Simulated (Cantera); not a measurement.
HF + H₂O + N₂ (abatement and gas-phase synthesis)

Input: 1 mol HF, 0.096 mol H₂O, 15 mol N₂, held at 0.100 bar.

Equilibrium computed with Cantera from the NASA thermochemical tables; the gas is ideal and each condensed phase is pure. Candidate condensed phases: H₂O; 65 gas species. Ions and electrons are included (thermal ionisation). The numbers say what is thermodynamically allowed, not how fast it happens.

From 2000 K to 5000 K nothing is condensed.

```json
[
 {"T (K)": "2000", "log p N₂": "-1.03", "log p N": "-9.56", "log p H": "-4.96", "log p HF": "-2.21", "log p F": "-6.21"},
 {"T (K)": "2500", "log p N₂": "-1.03", "log p N": "-7.05", "log p H": "-3.47", "log p HF": "-2.21", "log p F": "-4.62"},
 {"T (K)": "3000", "log p N₂": "-1.04", "log p N": "-5.37", "log p H": "-2.82", "log p HF": "-2.26", "log p F": "-3.25"},
 {"T (K)": "3500", "log p N₂": "-1.05", "log p N": "-4.18", "log p H": "-2.38", "log p HF": "-2.55", "log p F": "-2.50"},
 {"T (K)": "4000", "log p N₂": "-1.06", "log p N": "-3.28", "log p H": "-2.20", "log p HF": "-3.27", "log p F": "-2.28"},
 {"T (K)": "4500", "log p N₂": "-1.07", "log p N": "-2.58", "log p H": "-2.17", "log p HF": "-4.08", "log p F": "-2.25"},
 {"T (K)": "5000", "log p N₂": "-1.11", "log p N": "-2.03", "log p H": "-2.18", "log p HF": "-4.80", "log p F": "-2.26"}
]
```
log p: log10 of the partial pressure in bar; nothing condenses.
